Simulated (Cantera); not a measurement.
Charge: 1 mol Cr, 11 mol N2, 0.55 mol N2O, held at 1 atm.

Method: chemical equilibrium by Gibbs-energy minimisation in Cantera with the NASA 1993 tables (ideal gas, pure condensed phases). Candidate condensed phases: Cr, CrN, Cr2N, Cr2O3; 14 gas species. Mutual solubility and eutectic melting of coexisting phases are not modelled. Kinetics and transport are ignored.

x: gas mole fraction; n: condensed amount in mol.

| T (K) | x N2 | x Cr | x CrO | x CrO2 | x NO | n CrN(s) | n Cr2O3(s) | n Cr2N(s) | n Cr(s) | n Cr(l) |
|---|---|---|---|---|---|---|---|---|---|---|
| 898 | 1.00 | <1e-12 | <1e-12 | <1e-12 | <1e-12 | 0.633 | 0.183 | 0 | 0 | 0 |
| 1098 | 1.00 | <1e-12 | <1e-12 | <1e-12 | <1e-12 | 0.633 | 0.183 | 0 | 0 | 0 |
| 1298 | 1.00 | 8.11e-10 | <1e-12 | <1e-12 | <1e-12 | 0.633 | 0.183 | 0 | 0 | 0 |
| 1498 | 1.00 | 2.49e-7 | 1.58e-10 | <1e-12 | 1.11e-11 | 0 | 0.183 | 0.317 | 0 | 0 |
| 1698 | 1.000 | 1.61e-5 | 3.29e-8 | 6.08e-11 | 6.30e-10 | 0 | 0.183 | 0.317 | 0 | 0 |
| 1898 | 1.000 | [?] | [?] | [?] | [?] | 0 | 0.183 | 0 | 0.629 | 0 |
| 2098 | 0.997 | 0.00321 | 5.10e-5 | 3.76e-7 | 2.98e-7 | 0 | 0.183 | 0 | 0.596 | 0 |
| 2298 | 0.981 | 0.0186 | 0.000701 | 9.71e-6 | 3.25e-6 | 0 | 0.180 | 0 | 0 | 0.412 |
| 2498 | 0.944 | 0.0501 | 0.00532 | 0.000171 | 3.25e-5 | 0 | 0.160 | 0 | 0 | 0 |

Complete the blanks.


- 1898, x Cr: 0.000336
- 1898, x CrO: 2.00e-6
- 1898, x CrO2: 7.42e-9
- 1898, x NO: 1.77e-8
